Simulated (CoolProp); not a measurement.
Vapour-liquid equilibrium of cyclopropane (1) + R134a (2) at 279.7 K; x and y are mole fractions of (1).

Values from CoolProp's multi-fluid Helmholtz-energy mixture model, Polt 1992 and Tillner-Roth 1994; pair parameters Bell 2016. This equation is an older, rougher fit; its heat capacities, sound speeds and derivatives of the liquid may be far off and weren't checked against measurements.

**Question.** Give the bubble pressure and the first vapour's composition at x = 0.05, 0.35, 0.8. Is there an azeotrope?

**Answer.** x = 0.05: 4.113 bar, y = 0.135; x = 0.35: 5.370 bar, y = 0.473; x = 0.8: 5.326 bar, y = 0.691. y crosses x between x = 0.5 and 0.65: the model has an azeotrope there.

Pair parameters are fitted to limited data, so mixtures are less certain than the pure fluids.
